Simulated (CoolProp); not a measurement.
Properties of CHF3 (R23) along the isotherm 201.85 °C (Tc = 26.1 °C, pc = 4832 kPa, ω = 0.263).

Model: reference Helmholtz-energy equation of state, Penoncello 2003, in CoolProp.

```csv
p (kPa),phase,cv (kJ/(kg K)),Joule-Thomson coefficient (K/MPa)
161,gas,0.8439,3.515
322,gas,0.8446,3.509
483,gas,0.8452,3.503
644,gas,___,3.496
805,gas,0.8465,___
966,gas,0.8471,3.482
1130,gas,___,3.475
1290,gas,0.8484,___
1450,gas,0.8491,3.460
1610,gas,0.8497,___
1770,gas,0.8504,3.444
1930,gas,0.8510,___
2090,gas,0.8516,3.427
2250,gas,0.8523,3.418
2420,gas,0.8530,3.409
```

Task: Complete the blanks.

Result: 
- 644, cv (kJ/(kg K)): 0.8459
- 805, Joule-Thomson coefficient (K/MPa): 3.489
- 1130, cv (kJ/(kg K)): 0.8478
- 1290, Joule-Thomson coefficient (K/MPa): 3.467
- 1610, Joule-Thomson coefficient (K/MPa): 3.452
- 1930, Joule-Thomson coefficient (K/MPa): 3.435
